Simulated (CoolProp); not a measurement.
m-xylene along the isotherm 319 K: fugacity coefficient from the reference equation and from simpler models built on Tc = 616.9 K, pc = 3535 kPa, ω = 0.326; each cubic takes its own stable root.

Model: reference Helmholtz-energy equation of state, Zhou 2012, in CoolProp.

```
p (kPa)   phase  reference
-------  ------  ---------
147      liquid    0.02322
295      liquid    0.01165
442      liquid   0.007831
589      liquid   0.005918
736      liquid   0.004769
884      liquid   0.003999
1030     liquid   0.003456
1180     liquid   0.003038
1330     liquid   0.002715
1470     liquid   0.002472
1620     liquid   0.002260
1770     liquid   0.002083
```

Task: How far does each simpler model (van der Waals, Redlich-Kwong) lie from the reference over these 12 states: mean and median of the absolute difference, and the worst?

Result: 
- van der Waals: mean 3445.4 %, median 3444.6 %, worst +3551.0 % at 319 K and 1770 kPa
- Redlich-Kwong: mean 271.3 %, median 271.3 %, worst +274.1 % at 319 K and 1770 kPa
